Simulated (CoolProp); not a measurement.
Properties of R115 along the isotherm 357 K.

Values from CoolProp's reference Helmholtz-energy equation of state, Lemmon 2016.

```json
[
 {"p (bar)": "9.78", "phase": "gas", "density (kg/m³)": "57.03", "speed of sound (m/s)": "130.2", "Joule-Thomson coefficient (K/MPa)": "9.546"},
 {"p (bar)": "19.6", "phase": "gas", "density (kg/m³)": "135.0", "speed of sound (m/s)": "112.6", "Joule-Thomson coefficient (K/MPa)": "11.98"},
 {"p (bar)": "29.3", "phase": "gas", "density (kg/m³)": "278.0", "speed of sound (m/s)": "87.18", "Joule-Thomson coefficient (K/MPa)": "16.45"},
 {"p (bar)": "39.1", "phase": "supercritical", "density (kg/m³)": "878.7", "speed of sound (m/s)": "125.2", "Joule-Thomson coefficient (K/MPa)": "4.056"},
 {"p (bar)": "48.9", "phase": "supercritical", "density (kg/m³)": "969.9", "speed of sound (m/s)": "173.5", "Joule-Thomson coefficient (K/MPa)": "1.974"},
 {"p (bar)": "58.7", "phase": "supercritical", "density (kg/m³)": "1018", "speed of sound (m/s)": "205.0", "Joule-Thomson coefficient (K/MPa)": "1.300"},
 {"p (bar)": "68.5", "phase": "supercritical", "density (kg/m³)": "1052", "speed of sound (m/s)": "229.7", "Joule-Thomson coefficient (K/MPa)": "0.9439"},
 {"p (bar)": "78.2", "phase": "supercritical", "density (kg/m³)": "1078", "speed of sound (m/s)": "250.2", "Joule-Thomson coefficient (K/MPa)": "0.7189"}
]
```
